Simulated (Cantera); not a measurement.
Feed: 1 mol Si, a varied amount of N2O, 66 mol H2, equilibrated at 1152 °C and 0.00133 bar.

These are equilibrium values from Cantera (NASA tables, ideal gas, pure condensed phases), not measurements of a reactor. Candidate condensed phases: H2O, Si, SiO2, Si2N2O, Si3N4; 35 gas species. Mutual solubility and eutectic melting of coexisting phases are not modelled. The tables hold silica as quartz up to 1696 K and as liquid above; real silica turns to tridymite and cristobalite and melts near 1996 K. The numbers say what is thermodynamically allowed, not how fast it happens.

Q: At 0.88 mol N2O, list the 5 most abundant gas species with their mole fractions, and the condensed phases.

A: H2 0.981, N2 0.0103, SiO 0.00837, H 0.000185, H2O 1.53e-5. Condensed: SiO2(β-quartz) + Si2N2O(s).
